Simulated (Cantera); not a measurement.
What does this Cantera script print?

```python
import numpy as np
import cantera as ct

gas_names = [...]  # 123 gases of nasa_gas.yaml made of C, H, O, S
cond_names = """
    C(gr) C6H6(L) C7H8(L) C8H18(L),n-octa H2O(s) H2O(L) H2SO4(L) S(cr1) S(cr2) S(L)
""".split()


# ... load() reads the species with a 1 bar reference pressure and builds the phases ...
atoms = {
    'CS2': {'C': 1, 'S': 2},
    'H2': {'H': 2},
    'SO2': {'S': 1, 'O': 2},
}
top_T = {'C(gr)': 4500}  # K; cautious upper limits of use, not melting points


# ... equilibrate(T, P, feed) seeds the gas with the atoms and calls Mixture.equilibrate('TP', solver="vcs", rtol=1e-11, max_steps=5000) ...
results = []
feed = {'CS2': 1, 'H2': 0.053, 'SO2': 0.22}  # mol
T = 500  # K
for P in [10, 52, 280, 1400, 7600, 40000, 210000, 1100000, 5700000, 30000000]:
    mix = equilibrate(T, P, feed)
    results.append((T, P, feed, dict(zip(mix.species_names, mix.species_moles))))
    x = sorted(zip(gas.X, gas.species_names), reverse=True)
    print(f"T = {T:g} K  P = {P:g} Pa  gas = {mix.phase_moles(0):.4g} mol")
    print("   x: " + "  ".join(f"{s} {v:.3e}" for v, s in x if v > 0.0001))
    print("   condensed (mol): " + ("  ".join(f"{mix.phase(i).name} {mix.phase_moles(i):.4g}"
          for i in range(1, mix.n_phases) if mix.phase_moles(i) > 1e-12) or "none"))
```

It prints:

```
T = 500 K  P = 10 Pa  gas = 1.03 mol
   x: CS2 4.521e-01  COS 3.190e-01  S8 1.059e-01  CO2 5.368e-02  H2S 5.146e-02  S2 1.689e-02  CO 9.401e-04
   condensed (mol): C(gr) 0.1498
T = 500 K  P = 52 Pa  gas = 0.7262 mol
   x: COS 3.185e-01  S8 2.894e-01  CS2 1.688e-01  CO2 1.433e-01  H2S 7.296e-02  S2 6.305e-03  CO 6.737e-04
   condensed (mol): C(gr) 0.5415
T = 500 K  P = 280 Pa  gas = 0.622 mol
   x: S8 3.936e-01  CO2 2.396e-01  COS 2.276e-01  H2S 8.517e-02  CS2 5.156e-02  S2 1.926e-03  CO 3.754e-04
   condensed (mol): C(gr) 0.677
T = 500 K  P = 1400 Pa  gas = 0.5249 mol
   x: S8 3.893e-01  CO2 3.445e-01  COS 1.491e-01  H2S 1.009e-01  CS2 1.538e-02  S2 5.745e-04  CO 2.013e-04
   condensed (mol): C(gr) 0.7328  S(L) 0.4372
T = 500 K  P = 7600 Pa  gas = 0.3099 mol
   x: CO2 6.653e-01  H2S 1.706e-01  COS 8.890e-02  S8 7.172e-02  CS2 2.833e-03  H2O 4.381e-04  CO 1.201e-04  S2 1.058e-04
   condensed (mol): C(gr) 0.7654  S(L) 1.96
T = 500 K  P = 40000 Pa  gas = 0.2827 mol
   x: CO2 7.569e-01  H2S 1.863e-01  COS 4.134e-02  S8 1.363e-02  H2O 1.171e-03  CS2 5.383e-04
   condensed (mol): C(gr) 0.7742  S(L) 2.125
T = 500 K  P = 210000 Pa  gas = 0.2759 mol
   x: CO2 7.868e-01  H2S 1.893e-01  COS 1.839e-02  H2O 2.779e-03  S8 2.596e-03  CS2 1.025e-04
   condensed (mol): C(gr) 0.7778  S(L) 2.157
T = 500 K  P = 1.1e+06 Pa  gas = 0.2734 mol
   x: CO2 7.975e-01  H2S 1.875e-01  COS 8.091e-03  H2O 6.343e-03  S8 4.955e-04
   condensed (mol): C(gr) 0.7798  S(L) 2.165
T = 500 K  P = 5.7e+06 Pa  gas = 0.2716 mol
   x: CO2 8.012e-01  H2S 1.811e-01  H2O 1.398e-02  COS 3.563e-03
   condensed (mol): C(gr) 0.7814  S(L) 2.17
T = 500 K  P = 3e+07 Pa  gas = 0.2692 mol
   x: CO2 8.016e-01  H2S 1.671e-01  H2O 2.960e-02  COS 1.553e-03
   condensed (mol): C(gr) 0.7838  S(L) 2.175
```

These are equilibrium values from Cantera (NASA tables, ideal gas, pure condensed phases), not measurements of a reactor. The ideal-gas law is rough above about 30 bar. Gases not in the tables: S3 to S7.
